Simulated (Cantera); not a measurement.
A perfectly stirred reactor is fed with CH₂O : O₂ : N₂ = 0.01 : 0.028 : 1 (molar parts), equivalence ratio 0.36, at 0.620 bar; it is held at 1375 K, and followed from long to short residence time.

Cantera simulation using GRI-Mech 3.0 (53 species, 325 reactions); the numbers are that mechanism's predictions, not measurements.

Q: What does this change do: CH2O 0.01 to 0.0039 parts?

A: 
```csv
quantity,before,after
x(CH₂O) at τ = 6.20 s,3.32e-7,2.32e-7
x(O₂) at τ = 6.20 s,0.0173,0.0234
x(CH₂) at τ = 6.20 s,<1e-12,<1e-12
x(H) at τ = 6.20 s,5.03e-7,1.53e-7
x(N₂O) at τ = 6.20 s,4.62e-7,4.28e-7
x(CH₂O) at τ = 57.0 ms,5.34e-6,3.94e-6
x(O₂) at τ = 57.0 ms,0.0176,0.0235
x(CH₂) at τ = 57.0 ms,<1e-12,<1e-12
x(H) at τ = 57.0 ms,4.22e-5,1.14e-5
x(N₂O) at τ = 57.0 ms,4.02e-7,5.80e-7
```

Q: What does this change do: pressure from 0.620 bar to 2.20 bar?

A: 
```csv
quantity,before,after
x(CH₂O) at τ = 6.20 s,3.32e-7,2.36e-7
x(O₂) at τ = 6.20 s,0.0173,0.0173
x(CH₂) at τ = 6.20 s,<1e-12,<1e-12
x(H) at τ = 6.20 s,5.03e-7,4.81e-8
x(N₂O) at τ = 6.20 s,4.62e-7,4.84e-7
x(CH₂O) at τ = 57.0 ms,5.34e-6,5.24e-6
x(O₂) at τ = 57.0 ms,0.0176,0.0175
x(CH₂) at τ = 57.0 ms,<1e-12,<1e-12
x(H) at τ = 57.0 ms,4.22e-5,3.90e-6
x(N₂O) at τ = 57.0 ms,4.02e-7,1.58e-6
```

Q: What does this change do: temperature 1375 to 998 K?

A: 
| quantity | before | after |
|---|---|---|
| x(CH₂O) at τ = 6.20 s | 3.32e-7 | 3.86e-5 |
| x(O₂) at τ = 6.20 s | 0.0173 | 0.0187 |
| x(CH₂) at τ = 6.20 s | <1e-12 | <1e-12 |
| x(H) at τ = 6.20 s | 5.03e-7 | 7.94e-8 |
| x(N₂O) at τ = 6.20 s | 4.62e-7 | 5.08e-8 |
| x(CH₂O) at τ = 57.0 ms | 5.34e-6 | 0.00285 |
| x(O₂) at τ = 57.0 ms | 0.0176 | 0.0234 |
| x(CH₂) at τ = 57.0 ms | <1e-12 | <1e-12 |
| x(H) at τ = 57.0 ms | 4.22e-5 | 8.88e-8 |
| x(N₂O) at τ = 57.0 ms | 4.02e-7 | 5.23e-10 |
